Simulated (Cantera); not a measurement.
Source: NASA polynomial tables (part measured, part estimated), evaluated in Cantera. Values are per mole of reaction as written; species without (g) are pure solids or liquids, kept so even where they would boil at 1 bar.

Task: Between 300 and 675 K, where is each reaction favourable under standard conditions?
- 10 NO(g) + 10 PH₃(g) → 10 NH₃(g) + 3 P₂(g) + P₄O₁₀

Result: 
- 10 NO(g) + 10 PH₃(g) → 10 NH₃(g) + 3 P₂(g) + P₄O₁₀: ΔG° is -3586 kJ at 300 K and -3066 kJ at 675 K; it stays negative (K > 1). ΔH° is -3987 kJ and ΔS° -1365 J/K at 675 K.
